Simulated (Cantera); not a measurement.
Input: 1 mol Fe, 0.032 mol Cl2, equilibrated at 1202 °C and 8900 Pa.

These are equilibrium values from Cantera (NASA tables, ideal gas, pure condensed phases), not measurements of a reactor. Candidate condensed phases: Fe, FeCl2, FeCl3; 8 gas species. Rates play no part.

Base state: FeCl2 0.995, Fe2Cl4 0.00420, FeCl3 0.000293, Cl 4.15e-5 (mole fractions); condensed: Fe(γ).

What changes in the equilibrium state with this change: 0.037 mol H2 added?


```json
[
 {"species": "HCl", "before": "0", "after": "0.370"},
 {"species": "H2", "before": "0", "after": "0.352"},
 {"species": "FeCl2", "before": "0.995", "after": "0.278"},
 {"species": "H", "before": "0", "after": "2.58e-5"},
 {"species": "Fe2Cl4", "before": "0.00420", "after": "0.000329"},
 {"species": "Fe(γ), mol", "before": "0.968", "after": "0.981"}
]
```

What changes in the equilibrium state with this change: Cl2 from 0.032 to 1.1 mol?


| species | before | after |
|---|---|---|
| FeCl2 | 0.995 | 0.824 |
| FeCl3 | 0.000293 | 0.132 |
| Cl | 4.15e-5 | 0.0226 |
| Cl2 | 6.32e-8 | 0.0188 |
| Fe2Cl6 | <1e-9 | 1.79e-5 |
| Fe2Cl4 | 0.00420 | 0.00288 |
| Fe(γ), mol | 0.968 | 0 |
